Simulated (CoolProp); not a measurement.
Nitrous oxide at several states: fugacity coefficient from the reference equation and from simpler models built on Tc = 309.5 K, pc = 7.245 MPa, ω = 0.161; each cubic takes its own stable root.

The numbers come from the reference Helmholtz-energy equation of state, Lemmon 2006 in CoolProp. It is a short technical equation, of lower accuracy than the large ones.

```csv
T (K),p (MPa),phase,reference,van der Waals,Redlich-Kwong,Soave-Redlich-Kwong,Peng-Robinson
464.2,1.08,gas,0.9875,0.9845,0.9856,0.9889,0.9854
335.3,0.152,gas,0.9944,0.9949,0.9943,0.9945,0.9938
433.9,39.9,supercritical,[?],0.5948,[?],0.6935,[?]
305.7,0.756,gas,[?],0.9682,0.9634,0.9633,[?]
```

Complete the blanks.


- 433.9, reference: 0.6362
- 433.9, Redlich-Kwong: 0.6204
- 433.9, Peng-Robinson: 0.6323
- 305.7, reference: 0.9627
- 305.7, Peng-Robinson: 0.9594
